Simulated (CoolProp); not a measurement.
Toluene at 293.15 K and 4.46 MPa is throttled through a valve to 0.329 MPa with no heat exchange. Each further row changes one setting.

Computed with CoolProp (reference Helmholtz-energy equation of state, Lemmon 2006). It is a short technical equation, of lower accuracy than the large ones.

```json
[
 {"case": "as stated", "temperature change (K)": "+1.9"},
 {"case": "outlet pressure 0.0987 MPa", "temperature change (K)": "+2.1"},
 {"case": "outlet pressure 0.428 MPa", "temperature change (K)": "+1.9"}
]
```
